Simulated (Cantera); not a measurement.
Reactions in the system Cr-H-O

Source: NASA polynomial tables (part measured, part estimated), evaluated in Cantera. Values are per mole of reaction as written; species without (g) are pure solids or liquids, kept so even where they would boil at 1 bar.

4 Cr + 3 H₂O₂(g) → 2 Cr₂O₃ + 6 H(g)

```json
[
 {"T (K)": "2248", "ΔH° (kJ)": "-555.5", "ΔS° (J/K)": "146.0", "ΔG° (kJ)": "-883.8", "log10 K": "20.54", "condensed phases": "Cr(l), Cr₂O₃(s)"},
 {"T (K)": "2298", "ΔH° (kJ)": "-554.4", "ΔS° (J/K)": "146.5", "ΔG° (kJ)": "-891.1", "log10 K": "20.25", "condensed phases": "Cr(l), Cr₂O₃(s)"},
 {"T (K)": "2348", "ΔH° (kJ)": "-553.3", "ΔS° (J/K)": "147.0", "ΔG° (kJ)": "-898.4", "log10 K": "19.99", "condensed phases": "Cr(l), Cr₂O₃(s)"},
 {"T (K)": "2398", "ΔH° (kJ)": "-552.2", "ΔS° (J/K)": "147.5", "ΔG° (kJ)": "-905.8", "log10 K": "19.73", "condensed phases": "Cr(l), Cr₂O₃(s)"},
 {"T (K)": "2448", "ΔH° (kJ)": "-551.1", "ΔS° (J/K)": "147.9", "ΔG° (kJ)": "-913.2", "log10 K": "19.48", "condensed phases": "Cr(l), Cr₂O₃(s)"},
 {"T (K)": "2498", "ΔH° (kJ)": "-550.0", "ΔS° (J/K)": "148.4", "ΔG° (kJ)": "-920.6", "log10 K": "19.25", "condensed phases": "Cr(l), Cr₂O₃(s)"},
 {"T (K)": "2548", "ΔH° (kJ)": "-548.9", "ΔS° (J/K)": "148.8", "ΔG° (kJ)": "-928.0", "log10 K": "19.02", "condensed phases": "Cr(l), Cr₂O₃(s)"},
 {"T (K)": "2598", "ΔH° (kJ)": "-547.8", "ΔS° (J/K)": "149.2", "ΔG° (kJ)": "-935.5", "log10 K": "18.81", "condensed phases": "Cr(l), Cr₂O₃(s)"},
 {"T (K)": "2648", "ΔH° (kJ)": "-286.0", "ΔS° (J/K)": "249.8", "ΔG° (kJ)": "-947.4", "log10 K": "18.69", "condensed phases": "Cr(l), Cr₂O₃(l)"},
 {"T (K)": "2698", "ΔH° (kJ)": "-283.6", "ΔS° (J/K)": "250.7", "ΔG° (kJ)": "-959.9", "log10 K": "18.58", "condensed phases": "Cr(l), Cr₂O₃(l)"},
 {"T (K)": "2748", "ΔH° (kJ)": "-281.2", "ΔS° (J/K)": "251.6", "ΔG° (kJ)": "-972.5", "log10 K": "18.48", "condensed phases": "Cr(l), Cr₂O₃(l)"}
]
```

6 OH(g) + 2 Cr → Cr₂O₃ + 3 H₂O(g)

| T (K) | ΔH° (kJ) | ΔS° (J/K) | ΔG° (kJ) | log10 K | condensed phases |
|---|---|---|---|---|---|
| 2248 | -2148.1 | -532.5 | -950.9 | 22.10 | Cr(l), Cr₂O₃(s) |
| 2298 | -2147.6 | -532.3 | -924.3 | 21.01 | Cr(l), Cr₂O₃(s) |
| 2348 | -2147.1 | -532.1 | -897.7 | 19.97 | Cr(l), Cr₂O₃(s) |
| 2398 | -2146.6 | -531.9 | -871.1 | 18.97 | Cr(l), Cr₂O₃(s) |
| 2448 | -2146.0 | -531.6 | -844.5 | 18.02 | Cr(l), Cr₂O₃(s) |
| 2498 | -2145.4 | -531.4 | -817.9 | 17.10 | Cr(l), Cr₂O₃(s) |
| 2548 | -2144.8 | -531.2 | -791.4 | 16.22 | Cr(l), Cr₂O₃(s) |
| 2598 | -2144.1 | -530.9 | -764.8 | 15.38 | Cr(l), Cr₂O₃(s) |
| 2648 | -2013.2 | -480.6 | -740.5 | 14.61 | Cr(l), Cr₂O₃(l) |
| 2698 | -2011.8 | -480.1 | -716.5 | 13.87 | Cr(l), Cr₂O₃(l) |
| 2748 | -2010.5 | -479.6 | -692.5 | 13.16 | Cr(l), Cr₂O₃(l) |
